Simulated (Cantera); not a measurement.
A freely propagating, adiabatic, planar premixed flame of 19.9 % H2, 16.8 % O2, 63.3 % N2, equivalence ratio 0.59, unburnt at 473 K and 4.93 atm; mixture-averaged transport, grid criteria slope 0.08 and curve 0.16, no radiation.

Model: the H2/O2 subset of GRI-Mech 3.0, which has no nitrogen chemistry, integrated in Cantera. The hydrogen kinetics of GRI-Mech 3.0 are dated; newer H2 mechanisms differ, most at raised pressure. Burning velocities carry a grid error of a few per cent, more on coarse grids. Lean hydrogen flames are cellular in practice and burn faster than this planar one.

x: mole fraction of selected species; z is measured from the peak of heat release.

```json
[
 {"z (mm)": "-0.219", "T (K)": "473", "u (m/s)": "1.06", "x H2": "0.195", "x O2": "0.169", "x H": "<1e-8", "x H2O": "2.82e-5", "x H2O2": "6.76e-8", "x HO2": "1.17e-7"},
 {"z (mm)": "-0.146", "T (K)": "476", "u (m/s)": "1.06", "x H2": "0.189", "x O2": "0.170", "x H": "<1e-8", "x H2O": "0.000199", "x H2O2": "5.72e-7", "x HO2": "9.89e-7"},
 {"z (mm)": "-0.110", "T (K)": "483", "u (m/s)": "1.07", "x H2": "0.179", "x O2": "0.172", "x H": "<1e-8", "x H2O": "0.000942", "x H2O2": "3.28e-6", "x HO2": "5.72e-6"},
 {"z (mm)": "-0.0730", "T (K)": "518", "u (m/s)": "1.12", "x H2": "0.155", "x O2": "0.175", "x H": "<1e-8", "x H2O": "0.00544", "x H2O2": "2.29e-5", "x HO2": "4.40e-5"},
 {"z (mm)": "-0.0365", "T (K)": "754", "u (m/s)": "1.56", "x H2": "0.102", "x O2": "0.170", "x H": "?", "x H2O": "0.0398", "x H2O2": "0.000155", "x HO2": "0.000563"},
 {"z (mm)": "-0.0183", "T (K)": "1075", "u (m/s)": "2.20", "x H2": "0.0665", "x O2": "0.149", "x H": "?", "x H2O": "0.0874", "x H2O2": "0.000146", "x HO2": "0.000614"},
 {"z (mm)": "0", "T (K)": "1402", "u (m/s)": "2.85", "x H2": "0.0344", "x O2": "0.120", "x H": "?", "x H2O": "0.141", "x H2O2": "2.13e-5", "x HO2": "0.000343"},
 {"z (mm)": "0.0183", "T (K)": "1613", "u (m/s)": "3.28", "x H2": "0.0151", "x O2": "0.0978", "x H": "?", "x H2O": "0.176", "x H2O2": "4.73e-6", "x HO2": "0.000190"},
 {"z (mm)": "0.0365", "T (K)": "1728", "u (m/s)": "3.51", "x H2": "0.00719", "x O2": "0.0880", "x H": "?", "x H2O": "0.192", "x H2O2": "2.99e-6", "x HO2": "0.000116"},
 {"z (mm)": "0.0730", "T (K)": "1828", "u (m/s)": "3.71", "x H2": "0.00267", "x O2": "0.0830", "x H": "?", "x H2O": "0.202", "x H2O2": "1.73e-6", "x HO2": "5.31e-5"},
 {"z (mm)": "0.146", "T (K)": "1881", "u (m/s)": "3.81", "x H2": "0.000845", "x O2": "0.0822", "x H": "?", "x H2O": "0.207", "x H2O2": "8.68e-7", "x HO2": "1.80e-5"},
 {"z (mm)": "0.292", "T (K)": "1901", "u (m/s)": "3.85", "x H2": "0.000219", "x O2": "0.0823", "x H": "?", "x H2O": "0.210", "x H2O2": "3.97e-7", "x HO2": "5.44e-6"},
 {"z (mm)": "0.584", "T (K)": "1906", "u (m/s)": "3.86", "x H2": "7.28e-5", "x O2": "0.0825", "x H": "?", "x H2O": "0.210", "x H2O2": "2.23e-7", "x HO2": "2.56e-6"}
]
```

Question: Fill in the missing entries.

Answer: 
- -0.0365, x H: 1.93e-5
- -0.0183, x H: 0.000560
- 0, x H: 0.00217
- 0.0183, x H: 0.00275
- 0.0365, x H: 0.00208
- 0.0730, x H: 0.000815
- 0.146, x H: 0.000160
- 0.292, x H: 2.22e-5
- 0.584, x H: 4.80e-6
